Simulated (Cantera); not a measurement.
A closed system holds: 1 mol Si, 2.8 mol HCl, 5.1 mol H₂, equilibrated at 525 K and 100 Torr.

Cantera equilibrium calculation (NASA polynomials, part measured and part estimated; ideal gas, pure solids and liquids). Candidate condensed phases: Si; 19 gas species. Equilibrium is a limit: real reactors are often held back by kinetics, nucleation or transport.

Base state: H₂ 0.893, SiCl₄ 0.0732, SiHCl₃ 0.0328, SiH₂Cl₂ 0.000562 (mole fractions); condensed: Si(s).

### Question
What changes in the equilibrium state with this change: pressure from 100 Torr to 9000 Torr?

### Answer
```json
[
 {"species": "H₂", "before": "0.893", "after": "0.881"},
 {"species": "SiHCl₃", "before": "0.0328", "after": "0.0695"},
 {"species": "SiCl₄", "before": "0.0732", "after": "0.0449"},
 {"species": "SiH₃Cl", "before": "1.71e-6", "after": "4.34e-5"},
 {"species": "SiH₂Cl₂", "before": "0.000562", "after": "0.00412"},
 {"species": "Si(s), mol", "before": "0.239", "after": "0.162"}
]
```
